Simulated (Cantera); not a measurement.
Input: 1 mol Si, a varied amount of N₂O, 3.7 mol N₂, held at 1825 K and 3.80 Pa.

Cantera equilibrium calculation (NASA polynomials, part measured and part estimated; ideal gas, pure solids and liquids). Candidate condensed phases: Si, SiO₂, Si₂N₂O, Si₃N₄; 16 gas species. The tables hold silica as quartz up to 1696 K and as liquid above; real silica turns to tridymite and cristobalite and melts near 1996 K. Rates play no part.

Which condensed phases are stable at each of these points (n(N₂O) (mol)): 0.25, 0.34, 0.44, 0.53, 0.63, 0.72, 0.82, 0.92, 1, 1.1, 1.2, 1.3?


| n(N₂O) (mol) | condensed phases | Si condensed (%) |
|---|---|---|
| 0.25 | Si(l) | 16.3 |
| 0.34 | Si(l) | 4.8 |
| 0.44 | gas only | 0.0 |
| 0.53 | gas only | 0.0 |
| 0.63 | gas only | 0.0 |
| 0.72 | gas only | 0.0 |
| 0.82 | gas only | 0.0 |
| 0.92 | gas only | 0.0 |
| 1 | gas only | 0.0 |
| 1.1 | SiO₂(condensed) | 9.7 |
| 1.2 | SiO₂(condensed) | 19.7 |
| 1.3 | SiO₂(condensed) | 29.6 |

From 0.25 mol N₂O to 0.34 mol N₂O the condensed part is Si(l). From 0.44 mol N₂O to 1 mol N₂O nothing is condensed. From 1.1 mol N₂O to 1.3 mol N₂O the condensed part is SiO₂(condensed).
